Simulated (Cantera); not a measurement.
Equilibrium for metals in furnace atmospheres: Fe + H2S + N2 + O2

Feed: 1 mol Fe, 0.0087 mol H2S, 67 mol N2, 0.12 mol O2, at 923.15 K and 1.00 bar.

Method: chemical equilibrium by Gibbs-energy minimisation in Cantera with the NASA 1993 tables (ideal gas, pure condensed phases). Candidate condensed phases: Fe, FeO, Fe(OH)2, Fe(OH)3, FeS, FeSO4, FeS2, Fe2O3, Fe2(SO4)3, Fe3O4, H2O, H2SO4, S; 38 gas species. The tables' stoichiometric FeO is somewhat more stable than real wüstite, so its field is too wide. FeO, FeS: taken at fixed stoichiometry. Kinetics and transport are ignored.

```yaml
x(N2): 1.000
x(H2): 0.000113
x(H2O): 1.64e-5
n(Fe(α)): 0.752 mol
n(FeO(s)): 0.239 mol
n(FeS(s)): 0.00870 mol
gas_amount: 67.01 mol
log10 activity of S(l) (absent): -5.91
log10 activity of Fe(OH)2(s) (absent): -9.42
log10 activity of Fe(OH)3(s) (absent): -16.89
```
